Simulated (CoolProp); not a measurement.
A single-stage vapour-compression cycle with R21: evaporating at 271.15 K (dew point), condensing at 337.15 K (bubble point), superheat 5 K, subcooling 0 K, compressor efficiency 0.85, no pressure losses. Each further row changes one setting.

Model: reference Helmholtz-energy equation of state, Platzer 1990, in CoolProp. This equation is an older, rougher fit; its heat capacities, sound speeds and derivatives of the liquid may be far off and weren't checked against measurements.

```tsv
case	cooling COP	pressure ratio	discharge temperature (K)	refrigerating effect (kJ/kg)	volumetric capacity (kJ/m³)
as stated	…	8.88	387.3	178	533
evaporating temperature 276.15 K	…	7.21	382.3	…	656
condensing temperature 332.15 K	3.07	7.79	380.0	183	550
subcooling 5 K	…	8.88	387.3	183	550
superheat 15 K	…	8.88	…	184	…
compressor efficiency 0.75	2.45	8.88	399.1	178	533
```

Question: Some entries are withheld; supply them.

Answer: 
- as stated, cooling COP: 2.78
- evaporating temperature 276.15 K, cooling COP: 3.12
- evaporating temperature 276.15 K, refrigerating effect (kJ/kg): 180
- subcooling 5 K, cooling COP: 2.87
- superheat 15 K, cooling COP: 2.77
- superheat 15 K, discharge temperature (K): 398.9
- superheat 15 K, volumetric capacity (kJ/m³): 530
